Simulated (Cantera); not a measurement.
Adiabatic ignition

An adiabatic, constant-pressure homogeneous reactor starts with 7.59 % CO, 10.6 % H₂, 17.2 % O₂, 64.6 % N₂, equivalence ratio 0.53, at 1300 K and 140000 Pa.

Cantera simulation using GRI-Mech 3.0 (53 species, 325 reactions); the numbers are that mechanism's predictions, not measurements.

```tsv
t (s)	T (K)	x CO	x H₂	x O₂	x H₂O	x NO₂	x NO	x CO₂
5.00e-6	1300	0.0759	0.106	0.172	3.77e-7	<1e-12	<1e-12	5.15e-8
1.47e-5	1300	0.0759	0.106	0.171	0.000194	<1e-12	5.33e-12	1.57e-5
4.31e-5	1923	0.0362	0.00900	0.0959	0.0854	8.85e-9	2.49e-5	0.0431
0.000127	2321	0.0173	0.00443	0.0899	0.100	5.14e-8	0.000107	0.0644
0.000372	2474	0.00863	0.00201	0.0881	0.107	2.43e-7	0.000362	0.0740
0.00109	2489	0.00753	0.00176	0.0876	0.108	7.08e-7	0.00103	0.0752
0.00321	2487	0.00747	0.00175	0.0867	0.108	1.95e-6	0.00284	0.0753
0.00941	2481	0.00733	0.00172	0.0848	0.109	4.70e-6	0.00690	0.0754
0.0276	2474	0.00717	0.00169	0.0824	0.109	7.91e-6	0.0117	0.0756
0.0812	2472	0.00713	0.00168	0.0818	0.109	8.70e-6	0.0129	0.0757
0.238	2472	0.00713	0.00168	0.0818	0.109	8.71e-6	0.0129	0.0757
0.700	2472	0.00713	0.00168	0.0818	0.109	8.71e-6	0.0129	0.0757
```
x: mole fraction; the columns are a selection and need not sum to one.

- time of steepest temperature rise: 25.4 µs
- temperature at 0.700 s: 2472 K
- equilibrium temperature: 2472 K
- x(CO) at 0.700 s: 0.00713 (gas-phase equilibrium 0.00713)
- x(H₂) at 0.700 s: 0.00168 (gas-phase equilibrium 0.00168)
- x(O₂) at 0.700 s: 0.0818 (gas-phase equilibrium 0.0818)
